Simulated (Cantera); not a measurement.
## N2O furnace oxynitridation

A perfectly stirred reactor is fed with 10.3 % N2O, 89.7 % N2, at 0.0888 atm; it is held at 1250 K, and followed from long to short residence time.

Model: GRI-Mech 3.0 (53 species, 325 reactions), integrated in Cantera. GRI-Mech 3.0 was tuned for natural gas; its chemistry of N2O as a main component is partial and can be far from experiment. The mechanism lacks the step 2 NO + O2 → 2 NO2, which can matter for NO2 below about 1400 K. The temperature is held fixed by assumption; the heat of reaction is taken as removed at once.

```csv
τ (s),x N2O,x O2,x NO,x N2,x O,x NO2
3.1,0.0714,0.0132,0.00375,0.912,3.77e-6,3.37e-6
1.4,0.0858,0.00718,0.00206,0.905,3.81e-6,1.80e-6
0.67,0.0940,0.00377,0.00108,0.901,3.82e-6,8.97e-7
0.31,0.0987,0.00183,0.000527,0.899,3.83e-6,3.93e-7
0.14,0.101,0.000845,0.000243,0.898,3.82e-6,1.48e-7
0.067,0.102,0.000407,0.000117,0.897,3.81e-6,5.23e-8
0.031,0.103,0.000188,5.41e-5,0.897,3.77e-6,1.50e-8
0.015,0.103,8.93e-5,2.57e-5,0.897,3.71e-6,4.05e-9
0.0067,0.103,3.83e-5,1.10e-5,0.897,3.55e-6,8.24e-10
0.0031,0.103,1.63e-5,4.70e-6,0.897,3.27e-6,1.57e-10
```
x: mole fraction; the columns are a selection and need not sum to one.
